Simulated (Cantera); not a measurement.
A Cantera script and its output.

```python
import numpy as np
import cantera as ct

gas = ct.Solution("gri30.yaml")
gas.TPX = 325, 56000, {'CH4': 1, 'H2': 0.27, 'O2': 1.78, 'N2': 6.69}
flame = ct.FreeFlame(gas, width=0.06)
flame.set_refine_criteria(ratio=3, slope=0.08, curve=0.16)
flame.transport_model = "mixture-averaged"
flame.solve(loglevel=0, auto=True)
z, T = flame.grid, flame.T
thick = (T[-1] - T[0]) / np.gradient(T, z).max()
show = ['CH4', 'H2', 'O2', 'H2O2', 'NO', 'O']
print(f"laminar burning velocity  {flame.velocity[0] * 100:.3f} cm/s")
print(f"burnt temperature         {T[-1]:.1f} K")
print(f"thermal thickness         {thick * 1e3:.4f} mm")
print(f"grid points               {len(z)}")
z0 = z[flame.heat_release_rate.argmax()]
print(f"{'z/mm':>9s}{'T/K':>9s}{'u/(m/s)':>9s}" + "".join(f"{s:>11s}" for s in show))
rows = []
for k in (-3, -2, -1.5, -1, -0.5, -0.25, 0, 0.25, 0.5, 1, 2, 4, 8):
    zz = z0 + k * thick
    rows.append([k * thick, np.interp(zz, z, T), np.interp(zz, z, flame.velocity),
                 *(np.interp(zz, z, flame.X[gas.species_index(s)]) for s in show)])
    print(f"{rows[-1][0] * 1e3:9.3f}{rows[-1][1]:9.1f}{rows[-1][2]:9.3f}" + "".join(f"{x:11.3e}" for x in rows[-1][3:]))
```

Output:

```
laminar burning velocity  56.681 cm/s
burnt temperature         2166.1 K
thermal thickness         0.6279 mm
grid points               158
     z/mm      T/K  u/(m/s)        CH4         H2         O2       H2O2         NO          O
   -1.884    325.1    0.567  1.026e-01  2.802e-02  1.827e-01  3.125e-09  3.322e-11  6.497e-11
   -1.256    326.1    0.569  1.025e-01  2.896e-02  1.825e-01  8.356e-08  9.057e-10  8.688e-10
   -0.942    331.9    0.580  1.020e-01  3.043e-02  1.820e-01  6.324e-07  7.259e-09  4.510e-09
   -0.628    404.2    0.710  9.798e-02  3.410e-02  1.778e-01  7.631e-06  1.539e-07  8.840e-08
   -0.314    906.8    1.620  6.889e-02  4.037e-02  1.406e-01  1.395e-05  3.012e-06  1.367e-05
   -0.157   1352.2    2.443  3.793e-02  4.323e-02  9.676e-02  6.239e-06  6.978e-06  1.267e-04
    0.000   1732.6    3.160  9.900e-03  4.225e-02  4.844e-02  9.304e-07  1.366e-05  6.201e-04
    0.157   1895.5    3.462  9.974e-04  3.624e-02  2.004e-02  2.156e-07  2.283e-05  1.489e-03
    0.314   1936.4    3.527  5.554e-05  3.232e-02  9.699e-03  1.360e-07  2.994e-05  1.946e-03
    0.628   1964.8    3.563  1.532e-07  3.154e-02  5.218e-03  1.174e-07  3.600e-05  1.891e-03
    1.256   1997.3    3.610  2.629e-11  3.182e-02  3.920e-03  9.534e-08  3.963e-05  1.549e-03
    2.512   2038.2    3.674  5.302e-15  3.122e-02  2.894e-03  7.170e-08  4.318e-05  1.111e-03
    5.023   2083.5    3.745  4.763e-15  3.030e-02  1.803e-03  4.842e-08  4.793e-05  6.607e-04
```

Computed with Cantera and GRI-Mech 3.0 (53 species, 325 reactions). Burning velocities carry a grid error of a few per cent, more on coarse grids.
